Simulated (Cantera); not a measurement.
Input (Python, Cantera) and output of one run.

```python
import numpy as np
import cantera as ct

gas_names = """
    H HO2 H2 H2O H2O2 Nb NbO NbO2 O OH O2 O3
""".split()
cond_names = """
    H2O(s) H2O(L) Nb(cr) Nb(L) NbO(s) NbO(L) NbO2(I) NbO2(II) NbO2(III) NbO2(L) Nb2O5(s) Nb2O5(L)
""".split()


# ... load() reads the species with a 1 bar reference pressure and builds the phases ...
atoms = {
    'Nb': {'Nb': 1},
    'O2': {'O': 2},
    'H2': {'H': 2},
}
top_T = {}  # K; cautious upper limits of use, not melting points


# ... equilibrate(T, P, feed) seeds the gas with the atoms and calls Mixture.equilibrate('TP', solver="vcs", rtol=1e-11, max_steps=5000) ...
results = []
P = 15000  # Pa
for T in [1423, 1498, 1573, 1648, 1723, 1798, 1873, 1948, 2023, 2098]:
    for m in [6.8, 10, 15, 22, 33, 48, 72, 110, 160]:
        feed = {'Nb': 1, 'O2': 4.7, 'H2': m}  # mol
        mix = equilibrate(T, P, feed)
        results.append((T, P, feed, dict(zip(mix.species_names, mix.species_moles))))

for T, P, feed, n in results:
    print(f"{T:7g} {feed['H2']:10.4g}  " + (" + ".join(c for c in cond_names if n.get(c, 0) > 1e-12) or "gas only"))
```

Result:

```
   1423        6.8  Nb2O5(s)
   1423         10  Nb2O5(s)
   1423         15  Nb2O5(s)
   1423         22  Nb2O5(s)
   1423         33  Nb2O5(s)
   1423         48  Nb2O5(s)
   1423         72  Nb2O5(s)
   1423        110  NbO2(III) + Nb2O5(s)
   1423        160  NbO2(III)
   1498        6.8  Nb2O5(s)
   1498         10  Nb2O5(s)
   1498         15  Nb2O5(s)
   1498         22  Nb2O5(s)
   1498         33  Nb2O5(s)
   1498         48  Nb2O5(s)
   1498         72  Nb2O5(s)
   1498        110  NbO2(III)
   1498        160  NbO2(III)
   1573        6.8  Nb2O5(s)
   1573         10  Nb2O5(s)
   1573         15  Nb2O5(s)
   1573         22  Nb2O5(s)
   1573         33  Nb2O5(s)
   1573         48  Nb2O5(s)
   1573         72  NbO2(III)
   1573        110  NbO2(III)
   1573        160  NbO2(III)
   1648        6.8  Nb2O5(s)
   1648         10  Nb2O5(s)
   1648         15  Nb2O5(s)
   1648         22  Nb2O5(s)
   1648         33  Nb2O5(s)
   1648         48  Nb2O5(s)
   1648         72  NbO2(III)
   1648        110  NbO2(III)
   1648        160  NbO2(III)
   1723        6.8  Nb2O5(s)
   1723         10  Nb2O5(s)
   1723         15  Nb2O5(s)
   1723         22  Nb2O5(s)
   1723         33  Nb2O5(s)
   1723         48  NbO2(III)
   1723         72  NbO2(III)
   1723        110  NbO2(III)
   1723        160  NbO2(III)
   1798        6.8  Nb2O5(L)
   1798         10  Nb2O5(L)
   1798         15  Nb2O5(L)
   1798         22  Nb2O5(L)
   1798         33  Nb2O5(L)
   1798         48  NbO2(III)
   1798         72  NbO2(III)
   1798        110  NbO2(III)
   1798        160  NbO2(III)
   1873        6.8  Nb2O5(L)
   1873         10  Nb2O5(L)
   1873         15  Nb2O5(L)
   1873         22  Nb2O5(L)
   1873         33  Nb2O5(L)
   1873         48  NbO2(III)
   1873         72  NbO2(III)
   1873        110  NbO2(III)
   1873        160  NbO2(III)
   1948        6.8  Nb2O5(L)
   1948         10  Nb2O5(L)
   1948         15  Nb2O5(L)
   1948         22  Nb2O5(L)
   1948         33  Nb2O5(L)
   1948         48  NbO2(III)
   1948         72  NbO2(III)
   1948        110  NbO2(III)
   1948        160  NbO2(III)
   2023        6.8  Nb2O5(L)
   2023         10  Nb2O5(L)
   2023         15  Nb2O5(L)
   2023         22  Nb2O5(L)
   2023         33  Nb2O5(L)
   2023         48  NbO2(III) + Nb2O5(L)
   2023         72  NbO2(III)
   2023        110  NbO2(III)
   2023        160  NbO2(III)
   2098        6.8  Nb2O5(L)
   2098         10  Nb2O5(L)
   2098         15  Nb2O5(L)
   2098         22  Nb2O5(L)
   2098         33  Nb2O5(L)
   2098         48  Nb2O5(L)
   2098         72  NbO2(III)
   2098        110  NbO2(III)
   2098        160  NbO2(III)
```

Cantera equilibrium calculation (NASA polynomials, part measured and part estimated; ideal gas, pure solids and liquids). Mutual solubility and eutectic melting of coexisting phases are not modelled. Condensed phases not in the tables: the oxides between NbO2 and Nb2O5.
